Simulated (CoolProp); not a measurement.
Vapour pressure (bar) of the fluoroketone C6F12O (FK-5-1-12): the reference equation beside estimates from Tc = 441.8 K, pc = 18.69 bar, ω = 0.471. Clausius-Clapeyron is anchored at 346.4 K with a constant enthalpy of vaporisation of 25.37 kJ/mol.

Computed with CoolProp (reference Helmholtz-energy equation of state, McLinden 2015).

| T (K) | reference | Clausius-Clapeyron | Peng-Robinson |
|---|---|---|---|
| 317.6 | 0.8612 | 0.9839 | 0.8631 |
| 323.4 | 1.056 | 1.169 | 1.056 |
| 329.2 | 1.284 | 1.380 | 1.282 |
| 334.9 | ___ | 1.616 | 1.540 |
| 340.7 | ___ | 1.887 | 1.841 |
| 346.4 | 2.187 | 2.187 | 2.181 |
| 352.2 | 2.582 | 2.529 | 2.574 |
| 358 | 3.028 | 2.910 | 3.021 |
| 363.7 | 3.522 | ___ | 3.515 |
| 369.5 | 4.085 | 3.794 | 4.080 |
| 375.2 | 4.703 | 4.301 | 4.701 |
| 381 | 5.401 | 4.868 | 5.404 |
| 386.8 | 6.175 | 5.489 | 6.186 |
| 392.5 | 7.015 | 6.156 | 7.036 |
| 398.3 | 7.957 | 6.894 | 7.989 |

**Question.** Some entries are withheld; supply them.

**Answer.** 
- 334.9, reference: 1.543
- 340.7, reference: 1.846
- 363.7, Clausius-Clapeyron: 3.326

Absolute difference from the reference over all 15 rows, mean and median: Clausius-Clapeyron 7.5 and 7.5 %, Peng-Robinson 0.2 and 0.2 %.
